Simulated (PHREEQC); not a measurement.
Model water analysis in mg/L, 87 °C, pH 3.8, pe 11.2:

```
constituent  mg/L
-----------  ----
Na            166
K            2.88
Ca           58.8
Mg            195
Cl            175
S(6) as SO4  1070
Fe(3)        5.36
```

Valence states are taken as typed.

Computed with PHREEQC (ion-association model, wateq4f.dat).

No solid was allowed to form.

Problem. Predict the ionic strength, charge-balance error.

Solution. ionic strength 0.0268 mol/kgw; charge-balance error -1.2 %.

Problem. In which forms is K present?

Solution. K+ 95 %, KSO4- 4.7 % of the K.

The solution is supersaturated, for example in Jarosite-K, Jarosite-Na, so a real one may precipitate; this is no full list. Away from 25 °C the constants follow the database's enthalpies or fits; those with neither stay at their 25 °C values.
